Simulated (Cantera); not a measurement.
Cantera run, input and output.

```python
import numpy as np
import cantera as ct

gas = ct.Solution("gri30.yaml")
gas.TPX = 1475, 290000, {'CO': 0.0021, 'O2': 0.0048, 'H2O': 0.0068, 'N2': 1}
inlet = ct.Reservoir(gas, clone=True)

reactor = ct.IdealGasConstPressureReactor(gas, energy="off", clone=False)
exhaust = ct.Reservoir(gas, clone=True)
tau = [5.8, 1.3, 0.31, 0.072, 0.017, 0.0039, 0.0009, 0.00021][0]
for a, b in ((inlet, reactor), (reactor, exhaust)):
    ct.MassFlowController(a, b, mdot=lambda t: reactor.mass / tau)
net = ct.ReactorNet([reactor])
show = ['CO', 'O2', 'H2O', 'HO2', 'CO2', 'H', 'O']

rows = []
print(f"{'tau/s':>10s}{'T/K':>9s}" + "".join(f"{s:>11s}" for s in show))
for tau in [5.8, 1.3, 0.31, 0.072, 0.017, 0.0039, 0.0009, 0.00021]:
    net.initial_time = 0.0
    net.advance(30 * tau)
    before = gas.X
    net.advance(40 * tau)
    drift = np.max(np.abs(gas.X - before) / (gas.X + 1e-9))
    rows.append([gas.T, *gas[show].X, drift])
    print(f"{tau:10.3e}{gas.T:9.1f}" + "".join(f"{x:11.3e}" for x in gas[show].X))
```

Output:

```
     tau/s      T/K         CO         O2        H2O        HO2        CO2          H          O
 5.800e+00   1475.0  4.083e-06  3.702e-03  6.709e-03  2.075e-08  2.070e-03  4.180e-08  6.819e-07
 1.300e+00   1475.0  1.164e-05  3.704e-03  6.705e-03  5.558e-08  2.062e-03  1.537e-07  1.614e-06
 3.100e-01   1475.0  3.144e-05  3.711e-03  6.698e-03  1.395e-07  2.042e-03  5.545e-07  3.797e-06
 7.200e-02   1475.0  8.512e-05  3.735e-03  6.684e-03  3.294e-07  1.989e-03  2.060e-06  9.199e-06
 1.700e-02   1475.0  2.204e-04  3.797e-03  6.659e-03  6.719e-07  1.853e-03  7.217e-06  2.173e-05
 3.900e-03   1475.0  5.405e-04  3.952e-03  6.614e-03  1.140e-06  1.533e-03  2.208e-05  4.770e-05
 9.000e-04   1475.0  1.139e-03  4.245e-03  6.571e-03  1.531e-06  9.331e-04  4.290e-05  7.804e-05
 2.100e-04   1475.0  1.840e-03  4.599e-03  6.629e-03  1.374e-06  2.318e-04  2.203e-05  4.750e-05
```

Model: GRI-Mech 3.0 (53 species, 325 reactions), integrated in Cantera.
